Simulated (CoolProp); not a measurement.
CH2F2 (R32) at 361.01 K and 19.1 MPa is compressed adiabatically to 65.1 MPa with isentropic efficiency 0.9. Each further row changes one setting.

Values from CoolProp's reference Helmholtz-energy equation of state, Tillner-Roth 1997.

```
case             work (kJ/kg)  final temperature (K)  final density (kg/m³)
---------------  ------------  ---------------------  ---------------------
as stated                56.9                  397.6                    948
efficiency 1             51.2                  394.0                    955
efficiency 0.65          78.8                  411.2                    922
```
